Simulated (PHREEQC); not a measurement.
Consider water at 40 °C with 7.5 mmol/kgw K3PO4, 1.6 mmol/kgw CO2 and 130 mmol/kgw K2HPO4. Closed to the air; pH follows from the charge balance.

The numbers come from PHREEQC with the ion-association model, phreeqc.dat.

This is a speciation only: nothing precipitates in the calculation.

### Question
Predict the pH, ionic strength, density.

### Answer
pH 9.85; ionic strength 0.404 mol/kgw; density 1.012 g/cm³.

### Question
In which forms is P present?

### Answer
HPO4-2 87 %, KHPO4- 9.5 %, PO4-3 3.5 % of the P.

Constants without temperature data keep their 25 °C values here.
